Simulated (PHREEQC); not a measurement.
Dissolve 0.018 mol H2SO4, 0.00016 mol K2SO4 and 5.7e-06 mol CO2 per kg of water at 25 °C. Closed to the air; pH follows from the charge balance.

All values are PHREEQC results (ion-association model, phreeqc.dat), not measurements.

No solid was allowed to form.

Question: Estimate the pH.

Answer: pH 1.65.

Question: In which forms is K present?

Answer: K+ 97 %, KSO4- 2.7 % of the K.
